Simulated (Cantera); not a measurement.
Feed: 1 mol Si, 2.7 mol H₂, a varied amount of Cl₂, held at 575 K and 4130 Torr.

Cantera equilibrium calculation (NASA polynomials, part measured and part estimated; ideal gas, pure solids and liquids). Candidate condensed phases: Si; 19 gas species. Kinetics and transport are ignored.

Q: Which condensed phases are stable at each of these points (n(Cl₂) (mol)): 0.5, 0.75, 1, 1.3, 1.5, 1.8, 2, 2.3, 2.5, 2.8?

A: 
| n(Cl₂) (mol) | condensed phases | Si condensed (%) |
|---|---|---|
| 0.5 | Si(s) | 70.5 |
| 0.75 | Si(s) | 56.3 |
| 1 | Si(s) | 42.3 |
| 1.3 | Si(s) | 25.6 |
| 1.5 | Si(s) | 14.5 |
| 1.8 | gas only | 0.0 |
| 2 | gas only | 0.0 |
| 2.3 | gas only | 0.0 |
| 2.5 | gas only | 0.0 |
| 2.8 | gas only | 0.0 |

From 0.5 mol Cl₂ to 1.5 mol Cl₂ the condensed part is Si(s). From 1.8 mol Cl₂ to 2.8 mol Cl₂ nothing is condensed.
